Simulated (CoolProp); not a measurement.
Computed with CoolProp (reference Helmholtz-energy equation of state, Lemmon 2006). It is a short technical equation, of lower accuracy than the large ones.

Problem. Give the vapour pressure (MPa), liquid density (kg/m³), vapour density (kg/m³), enthalpy of vaporisation (kJ/kg) of saturated CH3F (R41) at 195.7, 206.3 K.

Solution. 
```tsv
T (K)	p (MPa)	liquid density (kg/m³)	vapour density (kg/m³)	enthalpy of vaporisation (kJ/kg)
195.7	0.106	879	2.33	486
206.3	0.184	857	3.88	471
```
